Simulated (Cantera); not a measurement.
**Stirred combustor or abatement burner**

A perfectly stirred reactor is fed with CH4 : O2 : N2 = 1 : 1.54 : 12 (molar parts), equivalence ratio 1.3, at 1.00 bar; it is adiabatic with a 775 K inlet, and is followed from long to short residence time, starting on the burning branch (τ in s: 0.3, 0.12, 0.051, 0.021, 0.0086, 0.0036, 0.0015, 0.00061, 0.00025, 0.0001, 4.3e-05).

Cantera simulation using GRI-Mech 3.0 (53 species, 325 reactions); the numbers are that mechanism's predictions, not measurements.

```csv
τ (s),T (K),x CH4,x O2,x CO2,x C2H2,x H
0.30,1810,0.000573,0.000206,0.0334,0.000198,0.000158
0.12,1808,0.000680,0.000377,0.0332,0.000273,0.000214
0.051,1804,0.000737,0.000629,0.0329,0.000309,0.000299
0.021,1797,0.000779,0.00104,0.0323,0.000311,0.000437
0.0086,1787,0.000857,0.00170,0.0313,0.000290,0.000642
0.0036,1768,0.00107,0.00293,0.0296,0.000277,0.000886
0.0015,1725,0.00189,0.00627,0.0258,0.000322,0.000982
0.00061,775,0.0688,0.106,<1e-12,<1e-12,<1e-12
0.00025,775,0.0688,0.106,<1e-12,<1e-12,<1e-12
0.00010,775,0.0688,0.106,<1e-12,<1e-12,<1e-12
4.3e-5,775,0.0688,0.106,<1e-12,<1e-12,<1e-12
```
x: mole fraction; the columns are a selection and need not sum to one.
